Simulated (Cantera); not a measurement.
A perfectly stirred reactor is fed with 0.709 % C2H6, 99.3 % N2, at 0.000330 bar; it is held at 2023 K, and followed from long to short residence time.

Detailed kinetics in Cantera: GRI-Mech 3.0 (53 species, 325 reactions). GRI-Mech 3.0 stops at C3 and has no aromatics, soot or wall deposition, so with more carbon than oxygen in the feed, carbon stays in small species such as C2H2 where larger ones or solid carbon would form. Radical loss at walls, strong at low pressure, is not modelled.

**Question.** Predict: x(C2H6) at τ = 0.990 s; x(H2) at τ = 0.990 s; x(C2H2) at τ = 0.990 s; x(CH3) at τ = 0.990 s; x(HCN) at τ = 0.990 s; x(C2H6) at τ = 9.20 ms; x(H2) at τ = 9.20 ms; x(C2H2) at τ = 9.20 ms; x(CH3) at τ = 9.20 ms; x(HCN) at τ = 9.20 ms.

**Answer.** 
* **x(C2H6) at τ = 0.990 s**: 1.24e-5
* **x(H2) at τ = 0.990 s**: 0.0115
* **x(C2H2) at τ = 0.990 s**: 0.00583
* **x(CH3) at τ = 0.990 s**: 0.000939
* **x(HCN) at τ = 0.990 s**: 0.000371
* **x(C2H6) at τ = 9.20 ms**: 0.00110
* **x(H2) at τ = 9.20 ms**: 0.00200
* **x(C2H2) at τ = 9.20 ms**: 0.000589
* **x(CH3) at τ = 9.20 ms**: 0.00747
* **x(HCN) at τ = 9.20 ms**: 1.43e-5
